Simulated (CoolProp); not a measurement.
Properties of acetone along the isotherm 381.8 K.

Model: reference Helmholtz-energy equation of state, Lemmon 2006, in CoolProp. It is a short technical equation, of lower accuracy than the large ones.

| p (kPa) | phase | density (kg/m³) | cv (kJ/(kg K)) | speed of sound (m/s) | Joule-Thomson coefficient (K/MPa) | expansivity (1/kK) |
|---|---|---|---|---|---|---|
| 2930 | liquid | 687.5 | 1.714 | 814.4 | -0.1531 | 1.956 |
| 5870 | liquid | 693.5 | … | 845.9 | -0.1784 | … |
| 8800 | liquid | 698.9 | 1.711 | 875.0 | -0.1996 | 1.756 |
| 11700 | liquid | 704.0 | 1.711 | 901.8 | -0.2174 | … |
| 14700 | liquid | … | 1.710 | 927.8 | -0.2334 | … |
| 17600 | liquid | … | 1.710 | 951.6 | … | 1.549 |
| 20500 | liquid | 717.6 | 1.710 | … | -0.2587 | 1.496 |
| 23500 | liquid | 721.8 | 1.710 | 996.4 | -0.2696 | 1.447 |

Task: What belongs in the gaps?

Result: 
- 5870, cv (kJ/(kg K)): 1.713
- 5870, expansivity (1/kK): 1.847
- 11700, expansivity (1/kK): 1.678
- 14700, density (kg/m³): 708.9
- 14700, expansivity (1/kK): 1.608
- 17600, density (kg/m³): 713.4
- 17600, Joule-Thomson coefficient (K/MPa): -0.2468
- 20500, speed of sound (m/s): 974.2
